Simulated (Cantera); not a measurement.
What does this Cantera script print?

```python
import numpy as np
import cantera as ct

gas_names = """
    B BH BH2 BH3 BN B2 H H2 N NH NH2 NH3 N2 N2H2 N2H4
""".split()
cond_names = """
    B(b) B(L) BN(s)
""".split()


# ... load() reads the species with a 1 bar reference pressure and builds the phases ...
atoms = {
    'B2H6': {'B': 2, 'H': 6},
    'NH3': {'N': 1, 'H': 3},
}
top_T = {'BN(s)': 3200}  # K; cautious upper limits of use, not melting points


# ... equilibrate(T, P, feed) seeds the gas with the atoms and calls Mixture.equilibrate('TP', solver="vcs", rtol=1e-11, max_steps=5000) ...
results = []
feed = {'B2H6': 1, 'NH3': 0.14}  # mol
T = 1973.15  # K
P = 100000  # Pa
mix = equilibrate(T, P, feed)
results.append((T, P, feed, dict(zip(mix.species_names, mix.species_moles))))
x = sorted(zip(gas.X, gas.species_names), reverse=True)
print(f"T = {T:g} K  P = {P:g} Pa  gas = {mix.phase_moles(0):.4g} mol")
print("   x: " + "  ".join(f"{s} {v:.3e}" for v, s in x if v > 0.001))
print("   condensed (mol): " + ("  ".join(f"{mix.phase(i).name} {mix.phase_moles(i):.4g}"
      for i in range(1, mix.n_phases) if mix.phase_moles(i) > 1e-12) or "none"))
```

Result:

```
T = 1973.15 K  P = 100000 Pa  gas = 3.212 mol
   x: H2 9.981e-01  H 1.349e-03
   condensed (mol): B(b) 1.859  BN(s) 0.1395
```

These are equilibrium values from Cantera (NASA tables, ideal gas, pure condensed phases), not measurements of a reactor. The feed counts by its element totals alone. Mutual solubility and eutectic melting of coexisting phases are not modelled. The tables' values for BH2 are old estimates; treat these amounts as uncertain. Gases not in the tables: B2H6 and higher boranes.
